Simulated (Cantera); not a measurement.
An isothermal, constant-pressure homogeneous reactor starts with 1.72 % CH₄, 98.3 % N₂, at 1923 K and 0.300 bar.

Detailed kinetics in Cantera: GRI-Mech 3.0 (53 species, 325 reactions). GRI-Mech 3.0 stops at C3 and has no aromatics, soot or wall deposition, so with more carbon than oxygen in the feed, carbon stays in small species such as C2H2 where larger ones or solid carbon would form.

x: mole fraction; the columns are a selection and need not sum to one.

```csv
t (s),x CH₄,x C₂H₂,x C₂H₄,x C₂H,x H₂,x C₂H₆,x CH₂
3.00e-6,0.0172,<1e-12,1.05e-11,<1e-12,8.97e-7,6.10e-12,6.02e-11
1.72e-5,0.0172,2.72e-11,6.16e-9,<1e-12,1.30e-5,[?],5.35e-9
9.85e-5,0.0170,5.34e-8,1.83e-6,3.13e-12,9.50e-5,[?],1.44e-7
0.000565,0.0156,6.53e-5,0.000278,1.39e-8,0.00123,[?],2.34e-6
0.00324,0.00470,0.00556,0.000282,6.21e-7,0.0175,[?],3.93e-6
0.0185,0.000483,0.00817,4.46e-6,1.08e-6,0.0245,[?],9.43e-7
0.106,4.34e-5,0.00840,7.05e-7,1.26e-6,0.0252,6.87e-10,1.17e-7
0.609,2.37e-6,0.00842,6.69e-7,1.30e-6,0.0253,2.89e-12,6.84e-9
3.49,8.05e-7,0.00841,6.68e-7,1.30e-6,0.0253,<1e-12,2.34e-9
20.0,8.62e-7,0.00840,6.67e-7,1.30e-6,0.0253,1.02e-12,2.50e-9
```

**Question.** Complete the blanks.

**Answer.** 
- 1.72e-5, x C₂H₆: 1.86e-9
- 9.85e-5, x C₂H₆: 2.32e-7
- 0.000565, x C₂H₆: 8.39e-6
- 0.00324, x C₂H₆: 3.68e-6
- 0.0185, x C₂H₆: 6.64e-8
